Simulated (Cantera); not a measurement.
A perfectly stirred reactor is fed with CH4 : O2 : N2 = 1 : 1.43 : 5.37 (molar parts), at 0.210 bar; it is adiabatic with a 400 K inlet, and is followed from long to short residence time, starting on the burning branch (τ in s: 0.053, 0.016, 0.0046, 0.0014, 0.00041, 0.00012, 3.6e-05, 1.1e-05, 3.1e-06).

Model: GRI-Mech 3.0 (53 species, 325 reactions), integrated in Cantera.

Question: What does this change do: inlet temperature 400 to 650 K?

Answer: 
```csv
quantity,before,after
"blow-out, bracketed by the residence times tried","burning at 1.40 ms, out at 0.410 ms","burning at 0.410 ms, out at 0.120 ms"
x(CH4) at τ = 53.0 ms,4.43e-5,2.37e-5
x(O2) at τ = 53.0 ms,0.000348,0.000466
x(H2O2) at τ = 53.0 ms,7.47e-9,8.14e-9
x(CO2) at τ = 53.0 ms,0.0454,0.0430
x(CO) at τ = 53.0 ms,0.0734,0.0756
x(CH4) at τ = 0.410 ms,0.128,0.00240
x(O2) at τ = 0.410 ms,0.183,0.0130
x(H2O2) at τ = 0.410 ms,<1e-12,1.31e-7
x(CO2) at τ = 0.410 ms,<1e-12,0.0312
x(CO) at τ = 0.410 ms,<1e-12,0.0815
```
